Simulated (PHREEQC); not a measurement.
## Brine: an equilibrium model

Consider water at 25 °C with 0.78 mol MgSO4 per kg of water. Closed to the air; pH follows from the charge balance.

All values are PHREEQC results (Pitzer model, pitzer.dat), not measurements.

| Property | Result |
|---|---|
| ionic strength | 3.12 mol/kgw |
| activity of water | 0.986 |
| density | 1.087 g/cm³ |
| osmotic coefficient | 0.519 |

```
species  molality  activity   log γ
-------  --------  --------  ------
Mg+2        0.780    0.0989  -0.897
SO4-2       0.780    0.0237  -1.518
MgOH+     1.24e-6   5.58e-7  -0.347
HSO4-     9.36e-7   6.12e-7  -0.185
H+        4.75e-7   2.71e-7  -0.243
OH-       1.71e-7   3.68e-8  -0.667
```

Precipitation was switched off in this run. Species that the database lacks are ignored.
